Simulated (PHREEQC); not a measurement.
1 kg of water holding 0.15 mol KCl, 0.29 mol NaCl and 0.064 mol Na2CO3 is evaporated at 20 °C; the solids stay in contact with the brine. CO2 is held at log p = -3.4 (atm). Solids allowed: Halite, Kalicinite, Nahcolite, Natron, Sylvite, Trona. Others were left out.

The series has 28 steps of water left (kg), from 0.9996 to 0.003187.

The numbers come from PHREEQC with the Pitzer model, pitzer.dat.

Question: Which solids form, in which order, and at which step of the series does each first stand?

Answer: Halite from water left = 0.06355 kg (pH 9.83); Sylvite from water left = 0.06355 kg (pH 9.83); Trona from water left = 0.06355 kg (pH 9.83).
